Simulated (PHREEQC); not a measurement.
Model water analysis in mmol/kgw, 83 °C, pH 3.52, pe 10.7: Na 6.67; K 0.00038; Ca 4.82; Mg 7.86; Cl 9.31; S(6) 11.7; Fe(3) 0.0319.

Valence states are taken as typed.

Equilibrium calculation in PHREEQC: ion-association model, phreeqc.dat.

```json
[
 {"quantity": "ionic strength (mol/kgw)", "before": "0.0348", "after": "0.0428"},
 {"quantity": "SO4-2 (mol/kgw)", "before": "0.00583", "after": "0.00801"},
 {"quantity": "MgSO4 (mol/kgw)", "before": "0.00409", "after": "0.00225"},
 {"quantity": "Mg+2 (mol/kgw)", "before": "0.00377", "after": "0.00562"},
 {"quantity": "Ca+2 (mol/kgw)", "before": "0.00361", "after": "0.00363"},
 {"quantity": "CaSO4 (mol/kgw)", "before": "0.00120", "after": "0.00118"},
 {"quantity": "SI of Gypsum (CaSO4:2H2O)", "before": "-0.57", "after": "-0.58"},
 {"quantity": "SI of Jarosite-K (KFe3(SO4)2(OH)6)", "before": "-1.89", "after": "-0.93"}
]
```

**Question.** What was changed between the two runs?
(A) temperature from 83 to 20 °C at the same typed pH
(B) S(6) from 11.7 to 5.85 mmol/kgw
(C) Fe(3) from 0.0319 to 0.0638 mmol/kgw

**Answer.** A, temperature from 83 to 20 °C at the same typed pH

Precipitation was switched off in this run. Some of these states are supersaturated (in Hematite (slow to form), Goethite (slow to form), for instance). At this temperature some constants are extrapolated from 25 °C, and those without enthalpy data are left unchanged.
